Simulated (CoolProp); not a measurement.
Vapour pressure (bar) of toluene: the reference equation beside estimates from Tc = 318.6 °C, pc = 41.26 bar, ω = 0.266. Clausius-Clapeyron is anchored at 38.55 °C with a constant enthalpy of vaporisation of 37.30 kJ/mol.

Model: reference Helmholtz-energy equation of state, Lemmon 2006, in CoolProp. It is a short technical equation, of lower accuracy than the large ones.

```tsv
T (°C)	reference	Lee-Kesler	Clausius-Clapeyron
-4.55	0.006742	0.006303	0.007329
16.95	0.02472	0.02319	0.02527
38.55	0.07381	0.06990	0.07381
60.05	0.1858	0.1782	0.1868
81.65	0.4113	0.3998	0.4241
103.15	0.8161	0.8030	0.8735
124.75	1.490	1.481	1.669
146.35	2.533	2.537	2.982
167.85	4.053	4.081	5.022
189.45	6.192	6.252	8.076
210.95	9.069	9.164	12.42
232.55	12.87	12.99	18.46
254.05	17.72	17.87	26.51
```

Absolute difference from the reference over all 13 rows, mean and median: Lee-Kesler 2.4 and 1.0 %, Clausius-Clapeyron 18.1 and 12.0 %.
